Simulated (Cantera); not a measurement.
An adiabatic, constant-pressure homogeneous reactor starts with CH4 : O2 : N2 = 1 : 2.04 : 7.67 (molar parts), at 1125 K and 24.0 bar. Integrator tolerance rtol = 1e-08.

Detailed kinetics in Cantera: GRI-Mech 3.0 (53 species, 325 reactions). The pressure lies above the range GRI-Mech 3.0 was tuned for (to about 10 atm).

Task: What does this change do: 0.15 parts C2H6 added?

Result: 
```json
[
 {"quantity": "time of steepest temperature rise", "before": "4.63 ms", "after": "1.23 ms"},
 {"quantity": "temperature at 2.00 s", "before": "2741 K", "after": "2726 K"},
 {"quantity": "equilibrium temperature", "before": "2741 K", "after": "2726 K"},
 {"quantity": "x(CH4) at 2.00 s", "before": "<1e-12 (gas-phase equilibrium <1e-12)", "after": "6.12e-12 (gas-phase equilibrium 6.99e-12)"},
 {"quantity": "x(O2) at 2.00 s", "before": "0.0100 (gas-phase equilibrium 0.0100)", "after": "0.000439 (gas-phase equilibrium 0.000439)"},
 {"quantity": "x(C2H) at 2.00 s", "before": "<1e-12 (gas-phase equilibrium <1e-12)", "after": "<1e-12 (gas-phase equilibrium <1e-12)"},
 {"quantity": "x(HCO) at 2.00 s", "before": "4.71e-8 (gas-phase equilibrium 4.71e-8)", "after": "3.22e-7 (gas-phase equilibrium 3.22e-7)"},
 {"quantity": "x(CO2) at 2.00 s", "before": "0.0740 (gas-phase equilibrium 0.0740)", "after": "0.0545 (gas-phase equilibrium 0.0545)"},
 {"quantity": "x(HO2) at 2.00 s", "before": "7.54e-6 (gas-phase equilibrium 7.54e-6)", "after": "7.14e-7 (gas-phase equilibrium 7.14e-7)"}
]
```

Task: What does this change do: 0.9 parts H2 added?

Result: 
| quantity | before | after |
|---|---|---|
| time of steepest temperature rise | 4.63 ms | 0.615 ms |
| temperature at 2.00 s | 2741 K | 2780 K |
| equilibrium temperature | 2741 K | 2780 K |
| x(CH4) at 2.00 s | <1e-12 (gas-phase equilibrium <1e-12) | 4.27e-12 (gas-phase equilibrium 4.92e-12) |
| x(O2) at 2.00 s | 0.0100 (gas-phase equilibrium 0.0100) | 0.000768 (gas-phase equilibrium 0.000768) |
| x(C2H) at 2.00 s | <1e-12 (gas-phase equilibrium <1e-12) | <1e-12 (gas-phase equilibrium <1e-12) |
| x(HCO) at 2.00 s | 4.71e-8 (gas-phase equilibrium 4.71e-8) | 2.86e-7 (gas-phase equilibrium 2.86e-7) |
| x(CO2) at 2.00 s | 0.0740 (gas-phase equilibrium 0.0740) | 0.0423 (gas-phase equilibrium 0.0423) |
| x(HO2) at 2.00 s | 7.54e-6 (gas-phase equilibrium 7.54e-6) | 1.32e-6 (gas-phase equilibrium 1.32e-6) |
